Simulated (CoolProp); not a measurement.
The numbers come from the reference Helmholtz-energy equation of state, Jacobsen 1992 in CoolProp.

### Question
For R11, give the phase and the cp (kJ/(kg K)), Prandtl number at 500 K and 102 kPa; 500 K and 323 kPa; 500 K and 15000 kPa.

### Answer
- 500 K and 102 kPa: gas; cp 0.686, Prandtl number 0.705
- 500 K and 323 kPa: gas; cp 0.691, Prandtl number 0.708
- 500 K and 15000 kPa: supercritical; cp 1.07, Prandtl number 2.39

Viscosity comes from a separate model (Klein 1997), an estimate that may be off by 10 % or more. Thermal conductivity comes from a separate model (McLinden 2000), an estimate that may be off by 10 % or more.
